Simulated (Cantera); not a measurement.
An isothermal plug-flow reactor at 473 K and 31000 Pa (inlet), inlet velocity 2.1 m/s, active area per volume 5600 1/m; feed H₂ : O₂ : N₂ : H₂O = 0.0023 : 0.017 : 0.79 : 0.045 (molar parts), equivalence ratio 0.068.

Detailed kinetics in Cantera: Deutschmann's 1995 Pt surface mechanism with GRI-Mech 3.0 gas chemistry. Catalytic surfaces can have several steady states; this one follows from the mechanism file's or the stated starting coverage. Mass transfer to the wall is taken as infinitely fast.

Task: What does this change do: N2 0.79 to 1.3 parts?

Result: 
```
quantity                before    after
---------------------  -------  -------
x(H₂) at z = 0.062 m   2.98e-6  1.85e-6
x(O₂) at z = 0.062 m    0.0186   0.0116
x(H₂O) at z = 0.062 m   0.0554   0.0347
θ(O*) at the exit        0.996    0.997
θ(OH*) at the exit     0.00372  0.00297
```

Task: What does this change do: pressure from 31000 Pa to 70000 Pa?

Result: 
```json
[
 {"quantity": "x(H₂) at z = 0.062 m", "before": "2.98e-6", "after": "3.01e-6"},
 {"quantity": "x(O₂) at z = 0.062 m", "before": "0.0186", "after": "0.0186"},
 {"quantity": "x(H₂O) at z = 0.062 m", "before": "0.0554", "after": "0.0554"},
 {"quantity": "θ(O*) at the exit", "before": "0.996", "after": "0.994"},
 {"quantity": "θ(OH*) at the exit", "before": "0.00372", "after": "0.00554"}
]
```
